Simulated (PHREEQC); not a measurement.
A solution holds 7.6 mmol/kgw HCl, 64 mmol/kgw AlCl3 and 1.1 mmol/kgw KCl, at 35 °C. Closed to the air; pH follows from the charge balance.

Computed with PHREEQC (ion-association model, phreeqc.dat).

This is a speciation only: nothing precipitates in the calculation.

Problem. What pH does the model give?

Solution. pH 2.23.

Complexes and solids missing from the database can't appear.
